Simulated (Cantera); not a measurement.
Input (Python, Cantera):

```python
import numpy as np
import cantera as ct

gas = ct.Solution("gri30.yaml", transport_model="mixture-averaged")
show = ['O', 'N2', 'C2H2']

rows = []
print(f"{'T/K':>7s}{'rho':>11s}{'cp':>10s}{'mu':>11s}{'lambda':>11s}{'Pr':>7s}" + "".join(f"{'D_' + s:>11s}" for s in show))
for T in [400, 650, 900, 1150, 1400, 1650]:
    gas.TPX = T, 500000, {'N2': 0.089, 'NO': 0.34}
    Pr = gas.cp_mass * gas.viscosity / gas.thermal_conductivity
    D = [gas.mix_diff_coeffs_mole[gas.species_index(s)] for s in show]
    rows.append([gas.density, gas.cp_mass, gas.viscosity, gas.thermal_conductivity, Pr, *D])
    print(f"{T:7g}{gas.density:11.4e}{gas.cp_mass:10.1f}{gas.viscosity:11.4e}"
          f"{gas.thermal_conductivity:11.4e}{Pr:7.3f}" + "".join(f"{d:11.4e}" for d in D))
print("SI units: kg/m3, J/kg/K, Pa s, W/m/K, m2/s")
```

Output:

```
    T/K        rho        cp         mu     lambda     Pr        D_O       D_N2     D_C2H2
    400 4.4490e+00    1008.0 2.2963e-05 3.2490e-02  0.712 1.0710e-05 6.8648e-06 5.6136e-06
    650 2.7378e+00    1060.1 3.2092e-05 4.8215e-02  0.706 2.4392e-05 1.5695e-05 1.3093e-05
    900 1.9773e+00    1120.4 3.9813e-05 6.3010e-02  0.708 4.2039e-05 2.7087e-05 2.2773e-05
   1150 1.5475e+00    1161.4 4.6723e-05 7.6754e-02  0.707 6.3209e-05 4.0752e-05 3.4392e-05
   1400 1.2711e+00    1190.8 5.3085e-05 8.9555e-02  0.706 8.7613e-05 5.6504e-05 4.7780e-05
   1650 1.0785e+00    1213.3 5.9041e-05 1.0154e-01  0.706 1.1504e-04 7.4204e-05 6.2819e-05
SI units: kg/m3, J/kg/K, Pa s, W/m/K, m2/s
```

Cantera simulation using GRI-Mech 3.0 (53 species, 325 reactions); the numbers are that mechanism's predictions, not measurements. The composition is frozen, though it would react at the higher temperatures.
